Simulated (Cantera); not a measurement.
Input (Python, Cantera) and output of one run.

```python
import numpy as np
import cantera as ct

gas_names = [...]  # 113 gases of nasa_gas.yaml made of C, H, O, Ti
cond_names = """
    C(gr) C6H6(L) C7H8(L) C8H18(L),n-octa H2O(s) H2O(L) Ti(a) Ti(b) Ti(L) TiC(s) TiC(L) TiO(a) TiO(b)
    TiO(L) TiO2(ru) TiO2(L) Ti2O3(a) Ti2O3(b) Ti2O3(L) Ti3O5(a) Ti3O5(b) Ti3O5(L) Ti4O7(s) Ti4O7(L)
""".split()


# ... load() reads the species with a 1 bar reference pressure and builds the phases ...
atoms = {
    'TiO2': {'Ti': 1, 'O': 2},
    'C': {'C': 1},
    'H2': {'H': 2},
    'CH4': {'C': 1, 'H': 4},
}
top_T = {'C(gr)': 4500}  # K; cautious upper limits of use, not melting points


# ... equilibrate(T, P, feed) seeds the gas with the atoms and calls Mixture.equilibrate('TP', solver="vcs", rtol=1e-11, max_steps=5000) ...
results = []
feed = {'TiO2': 1, 'C': 1.2, 'H2': 1.8, 'CH4': 3.9}  # mol
P = 133.322  # Pa
for T in [1525, 1600, 1675, 1750, 1825, 1900, 1975, 2050, 2125, 2200, 2275, 2350, 2425]:
    mix = equilibrate(T, P, feed)
    results.append((T, P, feed, dict(zip(mix.species_names, mix.species_moles))))

top = {s: max(r[3][s] / sum(r[3][g] for g in gas_names) for r in results) for s in gas_names}
cols = sorted((s for s in top if top[s] > 0.0001), key=lambda s: -top[s])[:9]
seen = [c for c in cond_names if any(r[3].get(c, 0) > 1e-12 for r in results)]
print("log10 of partial pressures in bar; condensed amounts in mol")
print(f"{'T/K':>10s}" + "".join(f"{s[:9]:>10s}" for s in cols + seen))
for T, P, feed, n in results:
    ng = sum(n[g] for g in gas_names)
    print(f"{T:10.4g}" + "".join(f"{np.log10(max(n[s] / ng * P / 1e5, 1e-99)):10.3f}" for s in cols)
          + "".join(f"{n.get(c, 0):10.4g}" for c in seen))
```

Result:

```
log10 of partial pressures in bar; condensed amounts in mol
       T/K        H2         H        CO C2H2,acet        Ti       C2H        C3     C(gr)    TiC(s)
      1525    -2.958    -6.105    -3.639    -7.875   -14.373   -13.681   -17.265       2.1         1
      1600    -2.958    -5.744    -3.639    -7.519   -13.333   -12.778   -15.935     2.099         1
      1675    -2.959    -5.414    -3.639    -7.195   -12.388   -11.956   -14.727     2.099         1
      1750    -2.960    -5.113    -3.640    -6.900   -11.524   -11.205   -13.624     2.098         1
      1825    -2.963    -4.837    -3.641    -6.631   -10.732   -10.518   -12.614     2.096         1
      1900    -2.967    -4.584    -3.643    -6.385   -10.003    -9.885   -11.685     2.093         1
      1975    -2.974    -4.351    -3.646    -6.161    -9.331    -9.303   -10.828     2.088         1
      2050    -2.985    -4.137    -3.651    -5.959    -8.708    -8.766   -10.036      2.08         1
      2125    -3.001    -3.941    -3.658    -5.777    -8.130    -8.271    -9.301      2.07    0.9999
      2200    -3.026    -3.762    -3.668    -5.617    -7.592    -7.814    -8.617     2.055    0.9998
      2275    -3.060    -3.601    -3.681    -5.479    -7.090    -7.393    -7.980     2.036    0.9992
      2350    -3.108    -3.458    -3.699    -5.366    -6.620    -7.008    -7.384     2.012    0.9976
      2425    -3.172    -3.333    -3.722    -5.280    -6.180    -6.656    -6.827     1.985     0.993
```

Method: chemical equilibrium by Gibbs-energy minimisation in Cantera with the NASA 1993 tables (ideal gas, pure condensed phases). TiC: taken at fixed stoichiometry.
